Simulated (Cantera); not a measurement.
Charge: 1 mol HgO, 0.28 mol O2, 35 mol H2, at 1600 K and 11.0 Pa.

Equilibrium computed with Cantera from the NASA thermochemical tables; the gas is ideal and each condensed phase is pure. Candidate condensed phases: H2O, Hg, HgO; 10 gas species. Kinetics and transport are ignored.

Base state: H2 0.924, H2O 0.0432, Hg 0.0277, H 0.00498 (mole fractions); condensed: gas only.

Question: What changes in the equilibrium state with this change: HgO replaced by Hg?

Answer: 
```json
[
 {"species": "H2", "before": "0.924", "after": "0.952"},
 {"species": "Hg", "before": "0.0277", "after": "0.0277"},
 {"species": "H2O", "before": "0.0432", "after": "0.0155"},
 {"species": "H", "before": "0.00498", "after": "0.00506"}
]
```

Question: What changes in the equilibrium state with this change: temperature from 1600 K to 1250 K?

Answer: 
| species | before | after |
|---|---|---|
| H2 | 0.924 | 0.929 |
| H2O | 0.0432 | 0.0433 |
| Hg | 0.0277 | 0.0278 |
| H | 0.00498 | 4.44e-5 |
